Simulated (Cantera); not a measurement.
Charge: 1 mol BF₃, 11 mol N₂, 0.1 mol H₂O, at 1248 K and 0.480 bar.

These are equilibrium values from Cantera (NASA tables, ideal gas, pure condensed phases), not measurements of a reactor. Candidate condensed phases: B, BN, B₂O₃, B₃O₃H₃, H₂O; 62 gas species. Gases not in the tables: H₃BO₃. Rates play no part.

Base state: N₂ 0.906, BF₃ 0.0750, HF 0.0146, B₃O₃F₃ 0.00188, BOF 0.00164, H₂O 0.000900, HBO₂ 2.99e-5 (mole fractions); condensed: gas only.

Task: What changes in the equilibrium state with this change: pressure from 0.480 bar to 0.100 bar?

Result: 
| species | before | after |
|---|---|---|
| N₂ | 0.906 | 0.904 |
| BF₃ | 0.0750 | 0.0745 |
| HF | 0.0146 | 0.0154 |
| BOF | 0.00164 | 0.00403 |
| H₂O | 0.000900 | 0.000511 |
| B₃O₃F₃ | 0.00188 | 0.00120 |
| HBO₂ | 2.99e-5 | 3.96e-5 |

Task: What changes in the equilibrium state with this change: H₂O from 0.1 to 0.16 mol?

Result: 
```
species    before    after
-------  --------  -------
N₂          0.906    0.900
BF₃        0.0750   0.0712
HF         0.0146   0.0214
H₂O      0.000900  0.00235
HBO₂      2.99e-5  6.17e-5
```
